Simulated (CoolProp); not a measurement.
Vapour-liquid equilibrium of ethanol (1) + dimethyl carbonate (2) at 328.9 K; x and y are mole fractions of (1).

Model: multi-fluid Helmholtz-energy mixture model, Schroeder 2014 and Zhou 2011; pair parameters Bell 2016, in CoolProp.

**Question.** Give the bubble pressure and the first vapour's composition at x = 0.05, 0.35, 0.875. Is there an azeotrope?

**Answer.** x = 0.05: 0.3376 bar, y = 0.166; x = 0.35: 0.4547 bar, y = 0.513; x = 0.875: 0.4466 bar, y = 0.775. y crosses x between x = 0.575 and 0.65: the model has an azeotrope there.

The pair parameters rest on a limited set of measurements; away from them the model extrapolates.
